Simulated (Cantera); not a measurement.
Charge: 1 mol CO, 1.5 mol H2, 1.6 mol CO2, held at 0.280 bar.

These are equilibrium values from Cantera (NASA tables, ideal gas, pure condensed phases), not measurements of a reactor. Candidate condensed phases: C, C6H6, C7H8, C8H18, H2O; 110 gas species. The numbers say what is thermodynamically allowed, not how fast it happens.

Problem. At 575 K, list the 5 most abundant gas species with their mole fractions, and the condensed phases.

Solution. CO2 0.519, H2O 0.415, CH4 0.0388, H2 0.0267, CO 0.000842. Condensed: C(graphite).
